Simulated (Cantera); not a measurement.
Charge: 1 mol PbO, 1.7 mol CO, 0.12 mol N2, held at 777 °C and 100 Torr.

Cantera equilibrium calculation (NASA polynomials, part measured and part estimated; ideal gas, pure solids and liquids). Candidate condensed phases: C, Pb, PbO, PbO2, Pb3O4; 27 gas species. Equilibrium is a limit: real reactors are often held back by kinetics, nucleation or transport.

Base state: CO2 0.549, CO 0.384, N2 0.0659, Pb 0.000349 (mole fractions); condensed: Pb(l).

Question: What changes in the equilibrium state with this change: pressure from 100 Torr to 4.65 Torr?

Answer: 
| species | before | after |
|---|---|---|
| CO2 | 0.549 | 0.545 |
| CO | 0.384 | 0.382 |
| N2 | 0.0659 | 0.0654 |
| Pb | 0.000349 | 0.00750 |
| Pb(l), mol | 0.999 | 0.986 |

Question: What changes in the equilibrium state with this change: temperature from 777 °C to 977 °C?

Answer: 
| species | before | after |
|---|---|---|
| CO2 | 0.549 | 0.544 |
| CO | 0.384 | 0.381 |
| N2 | 0.0659 | 0.0653 |
| Pb | 0.000349 | 0.0100 |
| Pb(l), mol | 0.999 | 0.982 |
